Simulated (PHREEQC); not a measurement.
Make-up at 25 °C: 2.2 mmol/kgw HF, 24 mmol/kgw (CH3)4NF and 7 mmol/kgw H2SiF6. Closed to the air; pH follows from the charge balance.

Computed with PHREEQC (ion-association model, wateq4f.dat).

No solid was allowed to form.

Problem. Predict the pH, ionic strength.

Solution. pH 2.99; ionic strength 0.0322 mol/kgw.

Problem. In which forms is F present?

Solution. SiF6-2 62 %, HF 20 %, F- 16 %, HF2- 1.6 %, H2F2 1.4 % of the F.

(CH3)4N+ isn't in the database: it is added as a free cation with an ion size of 4 Å. SiF6-2 is the database's only silicon fluoride.
